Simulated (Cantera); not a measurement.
Input: 1 mol B2H6, a varied amount of H2, 0.95 mol N2, equilibrated at 16.0 Pa.

Cantera equilibrium calculation (NASA polynomials, part measured and part estimated; ideal gas, pure solids and liquids). Candidate condensed phases: B, BN; 15 gas species. The feed counts by its element totals alone. N2 is the only nitrogen source here; it is nearly inert below about 1500 K, so the nitride shown seldom forms there in practice. Mutual solubility and eutectic melting of coexisting phases are not modelled. Kinetics and transport are ignored.

Stable condensed phases, one row left out:

```
T in °C \ n(H2) in mol
         9.3  20  30  40  50  60  71  81  91 100 110 120 130
   1577    A   B   B   B   B   B   B   B   B   B   B   B   B
   1527    A   A   A   B   B   B   B   B   B   B   B   B   B
   1427    A   A   A   A   A   A   A   A   A   A   A   A   A
   1377    A   A   A   A   A   A   A   A   A   A   A   A   A
   1327    A   A   A   A   A   A   A   A   A   A   A   A   A
   1277    A   A   A   A   A   A   A   A   A   A   A   A   A
   1227    A   A   A   A   A   A   A   A   A   A   A   A   A
   1177    A   A   A   A   A   A   A   A   A   A   A   A   A
   1127    A   A   A   A   A   A   A   A   A   A   A   A   A
```

A: B + BN; B: B.

### Question
Give the row for 1477 °C.

### Answer
9.3: B + BN; 20: B + BN; 30: B + BN; 40: B + BN; 50: B + BN; 60: B + BN; 71: B + BN; 81: B + BN; 91: B; 100: B; 110: B; 120: B; 130: B.
